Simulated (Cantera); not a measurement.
A closed system holds: 1 mol SiCl4, a varied amount of C2H4, 77 mol H2, at 875 °C and 18.0 mbar.

Cantera equilibrium calculation (NASA polynomials, part measured and part estimated; ideal gas, pure solids and liquids). Candidate condensed phases: C, C6H6, C7H8, C8H18, Si, SiC; 109 gas species. Mutual solubility and eutectic melting of coexisting phases are not modelled. The numbers say what is thermodynamically allowed, not how fast it happens.

**Question.** Which condensed phases are stable at each of these points (n(C2H4) (mol)): 0.054, 0.094, 0.13, 0.18, 0.22, 0.26, 0.3, 0.34?

**Answer.** 
```tsv
n(C2H4) (mol)	condensed phases	Si condensed (%)
0.054	Si(s) + SiC(s)	53.7
0.094	Si(s) + SiC(s)	53.7
0.13	Si(s) + SiC(s)	53.8
0.18	Si(s) + SiC(s)	53.8
0.22	Si(s) + SiC(s)	53.8
0.26	Si(s) + SiC(s)	53.9
0.3	SiC(s)	60.0
0.34	SiC(s)	68.0
```

From 0.054 mol C2H4 to 0.26 mol C2H4 the condensed part is Si(s) + SiC(s). From 0.3 mol C2H4 to 0.34 mol C2H4 the condensed part is SiC(s).
